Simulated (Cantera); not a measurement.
An isothermal, constant-pressure homogeneous reactor starts with 21.7 % NH₃, 78.3 % H₂, at 1975 K and 33.0 Torr.

Computed with Cantera and the gas-phase N/H chemistry of the illustrative SiF4/NH3 mechanism in the Surface Chemkin manual (1991). Walls and surfaces, which speed up NH3 decomposition in real reactors, are not modelled.

x: mole fraction; the columns are a selection and need not sum to one.

| t (s) | x NH₃ | x H₂ | x NH₂ | x N₂ | x N |
|---|---|---|---|---|---|
| 4.00e-5 | 0.217 | 0.783 | 2.83e-6 | <1e-12 | <1e-12 |
| 0.000194 | 0.217 | 0.783 | 1.37e-5 | 4.89e-10 | 2.21e-11 |
| 0.000943 | 0.217 | 0.783 | ___ | ___ | ___ |
| 0.00458 | 0.217 | 0.782 | 0.000294 | 4.35e-5 | 2.42e-7 |
| 0.0222 | 0.213 | 0.784 | 0.000444 | ___ | 8.47e-7 |
| 0.108 | 0.193 | 0.796 | 0.000416 | 0.00960 | 8.51e-7 |
| 0.524 | 0.125 | 0.836 | 0.000310 | 0.0380 | 8.63e-7 |
| 2.54 | 0.0186 | 0.898 | 8.81e-5 | 0.0815 | 9.26e-7 |
| 12.4 | 2.59e-5 | 0.905 | 5.15e-7 | 0.0890 | 9.72e-8 |
| 60.0 | 3.16e-6 | 0.905 | 6.28e-8 | 0.0890 | 1.19e-8 |

Complete the blanks.


- 0.000943, x NH₂: 6.60e-5
- 0.000943, x N₂: 1.82e-7
- 0.000943, x N: 2.78e-9
- 0.0222, x N₂: 0.00160
